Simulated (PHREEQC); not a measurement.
A PHREEQC input (ion-association model, wateq4f.dat):

```
SOLUTION 1
  temp 298.15
  units mg/kgw
  pH 6.37
  pe 12.3
  Na 0.59
  K 0.0265
  Ca 1.14
  Mg 0.454
  Cl 2.55
  S(6) 2.01 as SO4
  Alkalinity 0.272 as HCO3
  Li 0.000399
  Ni 0.0346
  O(0) 0.00414
  Br 0.0103
END
USE solution 1
EQUILIBRIUM_PHASES 1
  Quartz 0 0.5
  CO2(g) -3.4 10
END
```

It stops with these messages:

```
WARNING: Maximum iterations exceeded, 100
WARNING: Maximum iterations exceeded, 100
WARNING: The program has failed to converge to a numerical solution.
ERROR:           Alkalinity has not converged. Total: 4.457621e-06	Calculated: 1.390083e-05	Residual: -9.443211e-06
ERROR: Is non-carbonate alkalinity greater than total alkalinity?
ERROR:                   Br has not converged. Total: 1.289047e-07	Calculated: 1.323049e-07	Residual: -3.400246e-09
ERROR:                   Ca has not converged. Total: 2.844311e-05	Calculated: 8.227864e-07	Residual: 2.762033e-05
ERROR:                   Cl has not converged. Total: 7.192621e-05	Calculated: 7.382190e-05	Residual: -1.895692e-06
ERROR:                    K has not converged. Total: 6.777147e-07	Calculated: 6.963574e-07	Residual: -1.864268e-08
ERROR:                   Li has not converged. Total: 5.750108e-08	Calculated: 5.900641e-08	Residual: -1.505332e-09
ERROR:                   Mg has not converged. Total: 1.867391e-05	Calculated: 1.372533e-07	Residual: 1.853665e-05
ERROR:                   Na has not converged. Total: 2.566356e-05	Calculated: 1.359905e-05	Residual: 1.206451e-05
ERROR:                   Ni has not converged. Total: 5.893374e-07	Calculated: 2.335108e-08	Residual: 5.659863e-07
ERROR:                 O(0) has not converged. Total: 2.587500e-07	Calculated: 2.587565e-07	Residual: -6.525527e-12
ERROR:                 S(6) has not converged. Total: 2.092355e-05	Calculated: 1.753922e-05	Residual: 3.384331e-06
ERROR:                   Mu Ionic strength has not converged. 	Residual: 8.309228e-07
ERROR:               A(H2O) Activity of water has not converged. 	Residual: 2.161285e-06
ERROR: Model failed to converge for initial solution  1.
```

Q: Find the cause and the fix.

A: The fault: the temperature typed in kelvin. The line should read `temp 25` where the input has `temp 298.15`. With the mend the run ends at pH 5.96 and ionic strength 0.000189 mol/kgw.
